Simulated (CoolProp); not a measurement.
Saturation properties of R1132(E).

Computed with CoolProp (reference Helmholtz-energy equation of state, Akasaka 2024).

| T (°C) | p (kPa) | liquid density (kg/m³) | enthalpy of vaporisation (kJ/kg) | liquid cp (kJ/(kg K)) | vapour Z |
|---|---|---|---|---|---|
| -8.65 | 617.9 | 1028 | 261.9 | 1.713 | 0.8819 |
| -5.15 | 693.2 | 1018 | 257.6 | 1.725 | 0.8722 |
| -1.65 | 775.2 | 1007 | 253.3 | 1.739 | 0.8619 |
| 1.95 | 866.9 | 996.2 | 248.6 | 1.755 | 0.8508 |
| 5.45 | 963.5 | 985.1 | 243.9 | 1.773 | 0.8395 |
| 8.95 | 1068 | 973.7 | 239.1 | 1.793 | 0.8276 |
| 12.45 | 1181 | 961.9 | 234.1 | 1.815 | 0.8152 |
| 15.95 | 1302 | 949.8 | 229.0 | 1.840 | 0.8021 |
| 19.45 | 1432 | 937.3 | 223.6 | 1.868 | 0.7884 |
| 22.95 | 1571 | 924.3 | 218.0 | 1.899 | 0.7741 |
| 26.45 | 1720 | 910.8 | 212.2 | 1.935 | 0.7590 |
| 29.95 | 1880 | 896.8 | 206.1 | 1.976 | 0.7432 |
| 33.45 | 2050 | 882.2 | 199.7 | 2.023 | 0.7265 |
| 36.95 | 2231 | 866.8 | 192.9 | 2.078 | 0.7089 |
